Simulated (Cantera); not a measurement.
# Catalytic stagnation flow on Pt

A jet of CH4 : O2 : N2 = 0.014 : 0.18 : 0.79 (molar parts), equivalence ratio 0.16 at 300 K and 165 Torr hits a platinum plate 2.1 cm away at a mass flux of 0.021 kg/m²/s; the plate temperature is set and raised in steps from an oxygen-covered start.

Computed with Cantera and Deutschmann's 1995 Pt surface mechanism with GRI-Mech 3.0 gas chemistry. Catalytic surfaces can have several steady states; this one follows from the mechanism file's or the stated starting coverage.

```csv
plate T (K),wall x CH4,wall x O2,wall x H2O,wall x OH,wall x CO,wall x CO2,θ free Pt,θ O*,θ OH*
850,0.0117,0.178,0.00471,<1e-8,2.61e-6,0.00305,0.0909,0.908,0.000771
900,0.00922,0.172,0.00937,1.62e-8,2.91e-6,0.00607,0.138,0.860,0.00104
950,0.00668,0.167,0.0141,5.26e-8,2.90e-6,0.00914,0.193,0.805,0.00119
1000,0.00471,0.163,0.0177,1.43e-7,2.73e-6,0.0115,0.253,0.746,0.00122
1050,0.00337,0.160,0.0201,3.48e-7,2.55e-6,0.0131,0.314,0.685,0.00118
1100,0.00249,0.158,0.0217,7.62e-7,2.44e-6,0.0141,0.376,0.623,0.00109
1150,0.00172,0.157,0.0229,1.61e-6,3.48e-6,0.0148,0.436,0.563,0.001000
1200,0.00124,0.156,0.0237,3.02e-6,4.22e-6,0.0153,0.495,0.504,0.000903
```
x: mole fraction at the wall; θ: surface coverage.
